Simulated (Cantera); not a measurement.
A closed system holds: 1 mol Si3H8, 6.6 mol H2, held at 0.630 bar.

Cantera equilibrium calculation (NASA polynomials, part measured and part estimated; ideal gas, pure solids and liquids). Candidate condensed phases: Si; 9 gas species. The feed counts by its element totals alone. Gases not in the tables: Si2H6 and higher silanes. Equilibrium is a limit: real reactors are often held back by kinetics, nucleation or transport.

x: gas mole fraction; n: condensed amount in mol.

| T (°C) | x H2 | x H | x SiH2 | x SiH | n Si(s) | n Si(l) |
|---|---|---|---|---|---|---|
| 800 | 1.00 | ? | 6.77e-10 | <1e-12 | 3.00 | 0 |
| 850 | 1.00 | ? | 2.26e-9 | 2.06e-12 | 3.00 | 0 |
| 900 | 1.000 | ? | 6.81e-9 | 1.12e-11 | 3.00 | 0 |
| 950 | 1.000 | ? | 1.87e-8 | 5.26e-11 | 3.00 | 0 |
| 1000 | 1.000 | ? | 4.76e-8 | 2.19e-10 | 3.00 | 0 |
| 1050 | 1.000 | ? | 1.13e-7 | 8.20e-10 | 3.00 | 0 |
| 1100 | 1.000 | ? | 2.51e-7 | 2.78e-9 | 3.00 | 0 |
| 1150 | 1.000 | ? | 5.26e-7 | 8.63e-9 | 3.00 | 0 |
| 1200 | 1.000 | ? | 1.05e-6 | 2.48e-8 | 3.00 | 0 |
| 1250 | 1.000 | ? | 2.01e-6 | 6.64e-8 | 3.00 | 0 |
| 1300 | 1.000 | ? | 3.67e-6 | 1.67e-7 | 3.00 | 0 |
| 1350 | 1.000 | ? | 6.47e-6 | 3.95e-7 | 3.00 | 0 |
| 1400 | 1.000 | ? | 1.10e-5 | 8.90e-7 | 3.00 | 0 |
| 1450 | 1.000 | ? | 1.70e-5 | 1.78e-6 | 0 | 3.00 |

Task: Some entries are withheld; supply them.

Result: 
- 800, x H: 1.76e-8
- 850, x H: 5.37e-8
- 900, x H: 1.49e-7
- 950, x H: 3.79e-7
- 1000, x H: 8.98e-7
- 1050, x H: 2.00e-6
- 1100, x H: 4.20e-6
- 1150, x H: 8.37e-6
- 1200, x H: 1.59e-5
- 1250, x H: 2.91e-5
- 1300, x H: 5.12e-5
- 1350, x H: 8.71e-5
- 1400, x H: 0.000143
- 1450, x H: 0.000230
